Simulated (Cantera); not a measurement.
**Hydrocarbon pyrolysis for carbon deposition**

A perfectly stirred reactor is fed with CH₄ : H₂ = 1 : 14 (molar parts), at 3800 Pa; it is held at 1825 K, and followed from long to short residence time.

Detailed kinetics in Cantera: GRI-Mech 3.0 (53 species, 325 reactions). GRI-Mech 3.0 stops at C3 and has no aromatics, soot or wall deposition, so with more carbon than oxygen in the feed, carbon stays in small species such as C2H2 where larger ones or solid carbon would form. Radical loss at walls, strong at low pressure, is not modelled.

```csv
τ (s),x CH₄,x H₂,x C₂H₂,x CH₂,x C₂H₆,x H,x CH₃
12,0.00285,0.965,0.0298,3.22e-7,5.23e-8,0.00217,0.000129
5.1,0.00439,0.964,0.0290,4.71e-7,1.21e-7,0.00213,0.000194
2.2,0.00673,0.963,0.0279,6.69e-7,2.74e-7,0.00207,0.000290
0.91,0.0105,0.961,0.0260,9.39e-7,6.38e-7,0.00198,0.000436
0.39,0.0160,0.958,0.0233,1.25e-6,1.39e-6,0.00188,0.000631
0.16,0.0243,0.954,0.0193,1.59e-6,2.93e-6,0.00176,0.000898
0.069,0.0344,0.948,0.0144,1.87e-6,5.33e-6,0.00163,0.00118
0.029,0.0458,0.942,0.00883,2.01e-6,8.32e-6,0.00148,0.00144
0.012,0.0561,0.937,0.00392,1.81e-6,1.00e-5,0.00126,0.00151
0.0053,0.0625,0.934,0.00111,1.19e-6,8.11e-6,0.000949,0.00127
```
x: mole fraction; the columns are a selection and need not sum to one.
